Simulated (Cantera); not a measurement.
Cantera run:

```python
import numpy as np
import cantera as ct

gas_names = """
    CL CL2 N N2 Si SiCL SiCL2 SiCL3 SiCL4 SiN Si2 Si2N Si3
""".split()
cond_names = """
    Si(cr) Si(L) Si3N4(a)
""".split()


def load(file, names, dense=False):
    # The tables refer to 1 bar. Condensed volumes are neglected.
    table = {s.name: s for s in ct.Species.list_from_file(file)}
    out = []
    for n in names:
        d = dict(table[n].input_data)
        d["thermo"] = dict(d["thermo"], **{"reference-pressure": 1e5})
        if dense:
            d["equation-of-state"] = {"model": "constant-volume", "density": "1e6 g/cm^3"}
        out.append(ct.Species.from_dict(d))
    return out


gas = ct.Solution(thermo="ideal-gas", species=load("nasa_gas.yaml", gas_names))
cond = {s.name: ct.Solution(thermo="fixed-stoichiometry", species=[s], name=s.name)
        for s in load("nasa_condensed.yaml", cond_names, dense=True)}
atoms = {
    'Si': {'Si': 1},
    'Cl2': {'CL': 2},
    'N2': {'N': 2},
}
top_T = {'Si3N4(a)': 2400}  # K; cautious upper limits of use, not melting points


def equilibrate(T, P, feed):
    n = {}
    for name, mol in feed.items():
        for a, k in atoms[name].items():
            n[a] = n.get(a, 0.0) + k * mol
    gas.TPX = T, P, n
    mass = sum(n.values()) * gas.mean_molecular_weight
    gas.equilibrate("TP")
    valid = [c for c in cond.values() if c.min_temp <= T <= top_T.get(c.name, c.max_temp)]
    mix = ct.Mixture([(gas, mass / gas.mean_molecular_weight)] + [(c, 0.0) for c in valid])
    mix.T, mix.P = T, P
    mix.equilibrate("TP", solver="vcs", rtol=1e-11, max_steps=5000)
    return mix


results = []
P = 1333.22  # Pa
for T in [675, 775, 875, 975, 1075, 1175, 1275, 1375, 1475, 1575, 1675]:
    for m in [0.56, 0.67, 0.8, 0.96, 1.1, 1.4, 1.6, 2, 2.4, 2.8, 3.4, 4.1]:
        feed = {'Si': 1, 'Cl2': m, 'N2': 0.52}  # mol
        mix = equilibrate(T, P, feed)
        results.append((T, P, feed, dict(zip(mix.species_names, mix.species_moles))))

for T, P, feed, n in results:
    print(f"{T:7g} {feed['Cl2']:10.4g}  " + (" + ".join(c for c in cond_names if n.get(c, 0) > 1e-12) or "gas only"))
```

Output:

```
    675       0.56  Si3N4(a)
    675       0.67  Si3N4(a)
    675        0.8  Si3N4(a)
    675       0.96  Si3N4(a)
    675        1.1  Si3N4(a)
    675        1.4  Si3N4(a)
    675        1.6  Si3N4(a)
    675          2  gas only
    675        2.4  gas only
    675        2.8  gas only
    675        3.4  gas only
    675        4.1  gas only
    775       0.56  Si3N4(a)
    775       0.67  Si3N4(a)
    775        0.8  Si3N4(a)
    775       0.96  Si3N4(a)
    775        1.1  Si3N4(a)
    775        1.4  Si3N4(a)
    775        1.6  Si3N4(a)
    775          2  gas only
    775        2.4  gas only
    775        2.8  gas only
    775        3.4  gas only
    775        4.1  gas only
    875       0.56  Si3N4(a)
    875       0.67  Si3N4(a)
    875        0.8  Si3N4(a)
    875       0.96  Si3N4(a)
    875        1.1  Si3N4(a)
    875        1.4  Si3N4(a)
    875        1.6  Si3N4(a)
    875          2  gas only
    875        2.4  gas only
    875        2.8  gas only
    875        3.4  gas only
    875        4.1  gas only
    975       0.56  Si3N4(a)
    975       0.67  Si3N4(a)
    975        0.8  Si3N4(a)
    975       0.96  Si3N4(a)
    975        1.1  Si3N4(a)
    975        1.4  Si3N4(a)
    975        1.6  Si3N4(a)
    975          2  gas only
    975        2.4  gas only
    975        2.8  gas only
    975        3.4  gas only
    975        4.1  gas only
   1075       0.56  Si3N4(a)
   1075       0.67  Si3N4(a)
   1075        0.8  Si3N4(a)
   1075       0.96  Si3N4(a)
   1075        1.1  Si3N4(a)
   1075        1.4  Si3N4(a)
   1075        1.6  Si3N4(a)
   1075          2  gas only
   1075        2.4  gas only
   1075        2.8  gas only
   1075        3.4  gas only
   1075        4.1  gas only
   1175       0.56  Si3N4(a)
   1175       0.67  Si3N4(a)
   1175        0.8  Si3N4(a)
   1175       0.96  Si3N4(a)
   1175        1.1  Si3N4(a)
   1175        1.4  Si3N4(a)
   1175        1.6  Si3N4(a)
   1175          2  gas only
   1175        2.4  gas only
   1175        2.8  gas only
   1175        3.4  gas only
   1175        4.1  gas only
   1275       0.56  Si3N4(a)
   1275       0.67  Si3N4(a)
   1275        0.8  Si3N4(a)
   1275       0.96  Si3N4(a)
   1275        1.1  Si3N4(a)
   1275        1.4  Si3N4(a)
   1275        1.6  Si3N4(a)
   1275          2  gas only
   1275        2.4  gas only
   1275        2.8  gas only
   1275        3.4  gas only
   1275        4.1  gas only
   1375       0.56  Si3N4(a)
   1375       0.67  Si3N4(a)
   1375        0.8  Si3N4(a)
   1375       0.96  Si3N4(a)
   1375        1.1  Si3N4(a)
   1375        1.4  Si3N4(a)
   1375        1.6  Si3N4(a)
   1375          2  gas only
   1375        2.4  gas only
   1375        2.8  gas only
   1375        3.4  gas only
   1375        4.1  gas only
   1475       0.56  Si3N4(a)
   1475       0.67  Si3N4(a)
   1475        0.8  Si3N4(a)
   1475       0.96  Si3N4(a)
   1475        1.1  Si3N4(a)
   1475        1.4  Si3N4(a)
   1475        1.6  gas only
   1475          2  gas only
   1475        2.4  gas only
   1475        2.8  gas only
   1475        3.4  gas only
   1475        4.1  gas only
   1575       0.56  Si3N4(a)
   1575       0.67  Si3N4(a)
   1575        0.8  Si3N4(a)
   1575       0.96  Si3N4(a)
   1575        1.1  Si3N4(a)
   1575        1.4  gas only
   1575        1.6  gas only
   1575          2  gas only
   1575        2.4  gas only
   1575        2.8  gas only
   1575        3.4  gas only
   1575        4.1  gas only
   1675       0.56  Si3N4(a)
   1675       0.67  Si3N4(a)
   1675        0.8  Si3N4(a)
   1675       0.96  Si3N4(a)
   1675        1.1  gas only
   1675        1.4  gas only
   1675        1.6  gas only
   1675          2  gas only
   1675        2.4  gas only
   1675        2.8  gas only
   1675        3.4  gas only
   1675        4.1  gas only
```

Equilibrium computed with Cantera from the NASA thermochemical tables; the gas is ideal and each condensed phase is pure. N2 is the only nitrogen source here; it is nearly inert below about 1500 K, so the nitride shown seldom forms there in practice. The tables' values for SiCl3 are old estimates.
